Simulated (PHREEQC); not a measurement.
# Leach liquor: an equilibrium model

Dissolve 0.0018 mol H2SO4 and 0.012 mol Li2SO4 per kg of water at 25 °C. It is in equilibrium with CO2 at log p = 0 (atm). Otherwise closed; pH follows from the charge balance.

All values are PHREEQC results (ion-association model, wateq4f.dat), not measurements.

```yaml
pH: 2.71
ionic_strength: 0.0375 mol/kgw
total_alkalinity: -3.60 meq/kg
```

```csv
species,molality,activity,log γ
CO2,0.0338,0.0340,0.004
Li+,0.0234,0.0198,-0.071
SO4-2,0.0118,0.00592,-0.301
H+,0.00226,0.00196,-0.063
HSO4-,0.00135,0.00113,-0.077
LiSO4-,0.000609,0.000513,-0.075
HCO3-,9.14e-6,7.72e-6,-0.074
```

This is a speciation only: nothing precipitates in the calculation.
